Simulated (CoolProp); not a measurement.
Vapour-liquid equilibrium of dimethyl ether (1) + methanol (2) at 0.142 MPa; x and y are mole fractions of (1).

Values from CoolProp's multi-fluid Helmholtz-energy mixture model, Wu 2011 and de Reuck 1993; pair parameters Bell 2016.

```csv
x,bubble temperature (K),y at the bubble point,dew temperature at overall composition x (K),liquid density (mol/L)
0.05,318.7,0.685,345.1,23.28
0.15,289.7,0.930,342.1,[?]
0.25,277.7,0.967,[?],22.06
0.35,271.5,0.979,335.4,21.14
0.45,267.8,0.984,331.4,[?]
0.55,265.4,0.987,326.7,19.30
0.65,263.4,0.989,[?],[?]
0.75,[?],0.992,313.8,17.59
0.85,259.7,0.994,303.5,16.81
0.95,[?],0.998,284.1,[?]
```

Q: Some entries are withheld; supply them.

A: 
- 0.15, liquid density (mol/L): 22.88
- 0.25, dew temperature at overall composition x (K): 338.9
- 0.45, liquid density (mol/L): 20.21
- 0.65, dew temperature at overall composition x (K): 321.0
- 0.65, liquid density (mol/L): 18.42
- 0.75, bubble temperature (K): 261.6
- 0.95, bubble temperature (K): 257.6
- 0.95, liquid density (mol/L): 16.07

No azeotrope shows between x = 0.05 and 0.95.

Pair parameters are fitted to limited data, so mixtures are less certain than the pure fluids. With so large a gap from Raoult's law the liquid may split in two, which this calculation doesn't test in full.
